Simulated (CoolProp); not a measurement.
The fluid at 472.31 K and 2.32 MPa expands adiabatically to 1.53 MPa with isentropic efficiency 0.8. The same conditions are run with several fluids, on thermodynamics alone (safety and materials aside).

Computed with CoolProp (reference Helmholtz-energy equation of state of each fluid (methanol: de Reuck 1993; R365MFC: Lemmon 2016; R410A: Lemmon 2003; R407C: Lemmon 2003; propyne: Polt 1992)). The equations of Platzer and Polt are older, rougher fits. Blends and air are pseudo-pure fits.

Q: Rank methanol, R365MFC, R410A, R407C, propyne by work (kJ/kg), highest first.

A: methanol (33.3), propyne (29.4), R410A (16.7), R407C (14.0), R365MFC (6.67)

| fluid | final temperature (K) | final density (kg/m³) |
|---|---|---|
| methanol | 445.6 | 15.5 |
| R365MFC | 459.7 | 73.3 |
| R410A | 453.2 | 30.8 |
| R407C | 456.0 | 36.6 |
| propyne | 453.3 | 17.4 |
